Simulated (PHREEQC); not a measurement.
Make-up at 11 °C: 0.18 mol HF and 0.0018 mol KF per kg of water. Closed to the air; pH follows from the charge balance.

Model: ion-association model, phreeqc.dat, run in PHREEQC.

| quantity | before | after |
|---|---|---|
| pH | 1.86 | 1.98 |
| ionic strength (mol/kgw) | 0.0172 | 0.0136 |
| HF (mol/kgw) | 0.159 | 0.163 |
| HF2- (mol/kgw) | 0.00597 | 0.00557 |

Which change was made?
A. diluted 2-fold with water
B. temperature from 11 to 45 °C
C. KF replaced by K2CO3 at the same molality
D. 0.031 mol/kgw H2SO4 added
E. KF replaced by KCl at the same molality

B, temperature from 11 to 45 °C

Precipitation was switched off in this run. At this temperature some constants are extrapolated from 25 °C, and those without enthalpy data are left unchanged.
